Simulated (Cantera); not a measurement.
Cantera run:

```python
import numpy as np
import cantera as ct

gas_names = [...]  # 113 gases of nasa_gas.yaml made of C, H, O, Pb
cond_names = """
    C(gr) C6H6(L) C7H8(L) C8H18(L),n-octa H2O(s) H2O(L) Pb(cr) Pb(L) PbO(rd) PbO(yw) PbO(L) PbO2(s)
    Pb3O4(s)
""".split()


# ... load() reads the species with a 1 bar reference pressure and builds the phases ...
atoms = {
    'PbO': {'Pb': 1, 'O': 1},
    'CO': {'C': 1, 'O': 1},
    'H2': {'H': 2},
}
top_T = {'C(gr)': 4500, 'Pb3O4(s)': 820}  # K; cautious upper limits of use, not melting points


# ... equilibrate(T, P, feed) seeds the gas with the atoms and calls Mixture.equilibrate('TP', solver="vcs", rtol=1e-11, max_steps=5000) ...
results = []
feed = {'PbO': 1, 'CO': 0.25, 'H2': 1.5}  # mol
T = 1023.15  # K
P = 13332.2  # Pa
mix = equilibrate(T, P, feed)
results.append((T, P, feed, dict(zip(mix.species_names, mix.species_moles))))
x = sorted(zip(gas.X, gas.species_names), reverse=True)
print(f"T = {T:g} K  P = {P:g} Pa  gas = {mix.phase_moles(0):.4g} mol")
print("   x: " + "  ".join(f"{s} {v:.3e}" for v, s in x if v > 0.0001))
print("   condensed (mol): " + ("  ".join(f"{mix.phase(i).name} {mix.phase_moles(i):.4g}"
      for i in range(1, mix.n_phases) if mix.phase_moles(i) > 1e-12) or "none"))
```

It prints:

```
T = 1023.15 K  P = 13332.2 Pa  gas = 1.75 mol
   x: H2O 4.818e-01  H2 3.751e-01  CO2 8.949e-02  CO 5.334e-02  Pb 2.006e-04
   condensed (mol): Pb(L) 0.9996
```

Equilibrium computed with Cantera from the NASA thermochemical tables; the gas is ideal and each condensed phase is pure.
